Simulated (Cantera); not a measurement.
A Cantera script and what it prints.

```python
import numpy as np
import cantera as ct

gas_names = """
    H HNO HNO2 HNO3 HO2 H2 H2O H2O2 N NH NH2 NH3 NH2OH NO NO2 NO3 N2 N2H2 N2H4 N2O O OH O2 O3 Si SiH
    SiH2 SiH3 SiH4 SiN SiO SiO2 Si2 Si2N Si3
""".split()
cond_names = """
    H2O(s) H2O(L) Si(cr) Si(L) SiO2(Lqz) SiO2(hqz) SiO2(L) Si2N2O(s) Si3N4(a)
""".split()


# ... load() reads the species with a 1 bar reference pressure and builds the phases ...
atoms = {
    'Si3N4': {'Si': 3, 'N': 4},
    'H2O': {'H': 2, 'O': 1},
}
top_T = {'Si2N2O(s)': 2100, 'Si3N4(a)': 2400}  # K; cautious upper limits of use, not melting points


# ... equilibrate(T, P, feed) seeds the gas with the atoms and calls Mixture.equilibrate('TP', solver="vcs", rtol=1e-11, max_steps=5000) ...
results = []
feed = {'Si3N4': 1, 'H2O': 5.4}  # mol
T = 2075  # K
P = 70000  # Pa
mix = equilibrate(T, P, feed)
results.append((T, P, feed, dict(zip(mix.species_names, mix.species_moles))))
print(gas.report(threshold=0.001))
for i in range(1, mix.n_phases):
    print(f"{mix.phase(i).name:16s} {mix.phase_moles(i):12.5e} mol")
```

It prints:

```
       temperature   2075 K
          pressure   70000 Pa
           density   0.047829 kg/m^3
  mean mol. weight   11.788 kg/kmol
   phase of matter   gas

                          1 kg             1 kmol
                     ---------------   ---------------
          enthalpy        4.1635e+06        4.9079e+07  J
   internal energy        2.6999e+06        3.1826e+07  J
           entropy             18878        2.2253e+05  J/K
    Gibbs function       -3.5007e+07       -4.1267e+08  J
 heat capacity c_p            2978.2             35107  J/K
 heat capacity c_v            2272.9             26793  J/K

                      mass frac. Y      mole frac. X     chem. pot. / RT
                     ---------------   ---------------   ---------------
                 H        0.00022254         0.0026025           -10.179
                H2           0.11428           0.66823           -20.358
               H2O         0.0041846         0.0027382           -47.908
                N2           0.59172           0.24899           -28.813
               SiO           0.28957          0.077432           -38.528
     [  +30 minor]        1.9404e-05        8.4157e-06

Si(L)             0.00000e+00 mol
SiO2(L)           2.37801e+00 mol
Si2N2O(s)         0.00000e+00 mol
Si3N4(a)          0.00000e+00 mol
```

Cantera equilibrium calculation (NASA polynomials, part measured and part estimated; ideal gas, pure solids and liquids). The tables hold silica as quartz up to 1696 K and as liquid above; real silica turns to tridymite and cristobalite and melts near 1996 K.
